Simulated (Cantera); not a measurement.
# NO annealing gas

An isothermal, constant-pressure homogeneous reactor starts with NO : N2 = 1 : 0.37 (molar parts), at 2125 K and 0.132 atm.

Model: GRI-Mech 3.0 (53 species, 325 reactions), integrated in Cantera.

```csv
t (s),x NO,x O,x NO2,x N2O,x O2
0.000300,0.730,5.88e-5,5.01e-6,5.23e-5,2.37e-6
0.000563,0.730,0.000114,1.30e-5,8.95e-5,9.00e-6
0.00106,0.729,0.000221,2.94e-5,0.000142,3.68e-5
0.00198,0.729,0.000402,5.47e-5,0.000197,0.000156
0.00371,0.728,0.000586,7.72e-5,0.000229,0.000583
0.00696,0.725,0.000664,8.67e-5,0.000232,0.00165
0.0131,0.721,0.000700,9.28e-5,0.000227,0.00378
0.0245,0.713,0.000759,0.000103,0.000219,0.00785
0.0459,0.697,0.000859,0.000119,0.000206,0.0157
0.0862,0.666,0.00102,0.000143,0.000182,0.0309
0.162,0.608,0.00128,0.000172,0.000144,0.0601
0.303,0.501,0.00164,0.000190,9.18e-5,0.113
0.569,0.336,0.00207,0.000167,3.85e-5,0.195
1.07,0.158,0.00245,9.49e-5,8.18e-6,0.284
2.00,0.0532,0.00265,3.47e-5,1.05e-6,0.337
```
x: mole fraction; the columns are a selection and need not sum to one.

Equilibrium at this temperature and pressure: NO 0.0124, O 0.00272, NO2 8.33e-6, N2O 2.25e-7, O2 0.357 (gas phase only).
